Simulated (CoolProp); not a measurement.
Vapour-liquid equilibrium of dimethyl carbonate (1) + n-octane (2) at 0.221 bar; x and y are mole fractions of (1).

The numbers come from the multi-fluid Helmholtz-energy mixture model, Zhou 2011 and Beckmüller 2019; pair parameters Bell 2016 in CoolProp.

| x | bubble temperature (K) | y at the bubble point | dew temperature at overall composition x (K) | liquid density (mol/L) |
|---|---|---|---|---|
| 0.05 | 340.4 | 0.383 | 350.4 | 5.949 |
| 0.125 | 331.0 | 0.611 | 348.4 | 6.251 |
| 0.2 | 326.0 | 0.705 | 346.3 | 6.540 |
| 0.275 | 323.4 | 0.750 | 344.0 | 6.835 |
| 0.35 | 322.0 | 0.774 | 341.6 | 7.144 |
| 0.425 | 321.3 | 0.787 | 338.9 | 7.475 |
| 0.5 | 321.0 | 0.794 | 336.0 | 7.835 |
| 0.575 | 320.8 | 0.798 | 332.7 | 8.230 |
| 0.65 | 320.7 | 0.802 | 329.0 | 8.666 |
| 0.725 | 320.6 | 0.809 | 324.9 | 9.150 |
| 0.8 | 320.5 | 0.824 | 320.8 | 9.690 |
| 0.875 | 320.5 | 0.854 | 320.6 | 10.29 |
| 0.95 | 321.0 | 0.918 | 321.3 | 10.96 |

y crosses x between x = 0.8 and 0.875: the model has an azeotrope there.

The pair parameters rest on a limited set of measurements; away from them the model extrapolates. With so large a gap from Raoult's law the liquid may split in two, which this calculation doesn't test in full.
